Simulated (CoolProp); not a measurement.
Values from CoolProp's reference Helmholtz-energy equation of state, Thol 2018.

**Question.** Give the vapour pressure (MPa), liquid density (kg/m³), vapour Z of saturated hydrogen chloride at 262.6 K.

**Answer.** 
| T (K) | p (MPa) | liquid density (kg/m³) | vapour Z |
|---|---|---|---|
| 262.6 | 1.95 | 968 | 0.791 |
